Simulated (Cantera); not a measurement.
An adiabatic, constant-volume homogeneous reactor starts with CH3OH : O2 : N2 : H2O = 1 : 1 : 3.76 : 0.24 (molar parts), at 1798 K and 750 Torr. Integrator tolerance rtol = 1e-08.

Model: GRI-Mech 3.0 (53 species, 325 reactions), integrated in Cantera. GRI-Mech 3.0 was tuned for natural gas; its chemistry of methanol as a main component is partial and can be far from experiment.

### Question
What does this change do: pressure from 750 Torr to 7500 Torr?

### Answer
```tsv
quantity	before	after
time of steepest temperature rise	15.8 µs	2.04 µs
temperature at 5.00 s	2946 K	3165 K
equilibrium temperature	2946 K	3165 K
x(CH3OH) at 5.00 s	<1e-12 (gas-phase equilibrium <1e-12)	1.04e-12 (gas-phase equilibrium 1.09e-12)
x(O2) at 5.00 s	0.00705 (gas-phase equilibrium 0.00705)	0.00368 (gas-phase equilibrium 0.00368)
x(H2O) at 5.00 s	0.214 (gas-phase equilibrium 0.214)	0.232 (gas-phase equilibrium 0.232)
x(CH2CO) at 5.00 s	<1e-12 (gas-phase equilibrium <1e-12)	<1e-12 (gas-phase equilibrium <1e-12)
x(OH) at 5.00 s	0.0249 (gas-phase equilibrium 0.0249)	0.0192 (gas-phase equilibrium 0.0192)
x(C2H) at 5.00 s	<1e-12 (gas-phase equilibrium <1e-12)	<1e-12 (gas-phase equilibrium <1e-12)
```
Above 3000 K some thermodynamic fits are extrapolated.

### Question
What does this change do: initial temperature 1798 to 1473 K?

### Answer
```json
[
 {"quantity": "time of steepest temperature rise", "before": "15.8 µs", "after": "0.208 ms"},
 {"quantity": "temperature at 5.00 s", "before": "2946 K", "after": "2854 K"},
 {"quantity": "equilibrium temperature", "before": "2946 K", "after": "2854 K"},
 {"quantity": "x(CH3OH) at 5.00 s", "before": "<1e-12 (gas-phase equilibrium <1e-12)", "after": "<1e-12 (gas-phase equilibrium <1e-12)"},
 {"quantity": "x(O2) at 5.00 s", "before": "0.00705 (gas-phase equilibrium 0.00705)", "after": "0.00414 (gas-phase equilibrium 0.00414)"},
 {"quantity": "x(H2O) at 5.00 s", "before": "0.214 (gas-phase equilibrium 0.214)", "after": "0.231 (gas-phase equilibrium 0.231)"},
 {"quantity": "x(CH2CO) at 5.00 s", "before": "<1e-12 (gas-phase equilibrium <1e-12)", "after": "<1e-12 (gas-phase equilibrium <1e-12)"},
 {"quantity": "x(OH) at 5.00 s", "before": "0.0249 (gas-phase equilibrium 0.0249)", "after": "0.0176 (gas-phase equilibrium 0.0176)"},
 {"quantity": "x(C2H) at 5.00 s", "before": "<1e-12 (gas-phase equilibrium <1e-12)", "after": "<1e-12 (gas-phase equilibrium <1e-12)"}
]
```
